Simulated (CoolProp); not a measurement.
Saturation properties of C3F8 (R218).

Computed with CoolProp (reference Helmholtz-energy equation of state, Lemmon 2006). It is a short technical equation, of lower accuracy than the large ones.

```json
[
 {"T (°C)": "-57.55", "p (MPa)": "0.03555", "liquid density (kg/m³)": "1690", "vapour Z": "0.9737", "liquid viscosity (µPa s)": "627"},
 {"T (°C)": "-54.25", "p (MPa)": "0.04266", "liquid density (kg/m³)": "1678", "vapour Z": "0.9703", "liquid viscosity (µPa s)": "590"},
 {"T (°C)": "-50.95", "p (MPa)": "0.05086", "liquid density (kg/m³)": "1666", "vapour Z": "0.9665", "liquid viscosity (µPa s)": "556"},
 {"T (°C)": "-47.65", "p (MPa)": "0.06027", "liquid density (kg/m³)": "1653", "vapour Z": "0.9624", "liquid viscosity (µPa s)": "524"},
 {"T (°C)": "-44.35", "p (MPa)": "0.07101", "liquid density (kg/m³)": "1641", "vapour Z": "0.9581", "liquid viscosity (µPa s)": "495"},
 {"T (°C)": "-41.05", "p (MPa)": "0.08321", "liquid density (kg/m³)": "1628", "vapour Z": "0.9533", "liquid viscosity (µPa s)": "468"},
 {"T (°C)": "-37.75", "p (MPa)": "0.09699", "liquid density (kg/m³)": "1615", "vapour Z": "0.9482", "liquid viscosity (µPa s)": "443"},
 {"T (°C)": "-34.45", "p (MPa)": "0.1125", "liquid density (kg/m³)": "1602", "vapour Z": "0.9428", "liquid viscosity (µPa s)": "419"},
 {"T (°C)": "-31.15", "p (MPa)": "0.1299", "liquid density (kg/m³)": "1589", "vapour Z": "0.9370", "liquid viscosity (µPa s)": "397"}
]
```

It boils at -36.8 °C under 1 atm.

Viscosity comes from a separate model (Huber 2003), an estimate that may be off by 10 % or more.
